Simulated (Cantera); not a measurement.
A Cantera script and what it prints.

```python
import numpy as np
import cantera as ct

gas_names = """
    CL CL2 H HCL H2 Si SiCL SiCL2 SiCL3 SiCL4 SiH SiHCL3 SiH2 SiH2CL2 SiH3 SiH3CL SiH4 Si2 Si3
""".split()
cond_names = """
    Si(cr) Si(L)
""".split()


# ... load() reads the species with a 1 bar reference pressure and builds the phases ...
atoms = {
    'Si3H8': {'Si': 3, 'H': 8},
    'Cl2': {'CL': 2},
    'H2': {'H': 2},
}
top_T = {}  # K; cautious upper limits of use, not melting points


# ... equilibrate(T, P, feed) seeds the gas with the atoms and calls Mixture.equilibrate('TP', solver="vcs", rtol=1e-11, max_steps=5000) ...
results = []
feed = {'Si3H8': 1, 'Cl2': 0.009, 'H2': 3.7}  # mol
T = 900  # K
P = 133.322  # Pa
mix = equilibrate(T, P, feed)
results.append((T, P, feed, dict(zip(mix.species_names, mix.species_moles))))
x = sorted(zip(gas.X, gas.species_names), reverse=True)
print(f"T = {T:g} K  P = {P:g} Pa  gas = {mix.phase_moles(0):.4g} mol")
print("   x: " + "  ".join(f"{s} {v:.3e}" for v, s in x if v > 0.0001))
print("   condensed (mol): " + ("  ".join(f"{mix.phase(i).name} {mix.phase_moles(i):.4g}"
      for i in range(1, mix.n_phases) if mix.phase_moles(i) > 1e-12) or "none"))
```

Output:

```
T = 900 K  P = 133.322 Pa  gas = 7.709 mol
   x: H2 9.977e-01  HCL 2.260e-03
   condensed (mol): Si(cr) 3
```

Equilibrium computed with Cantera from the NASA thermochemical tables; the gas is ideal and each condensed phase is pure. The feed counts by its element totals alone.
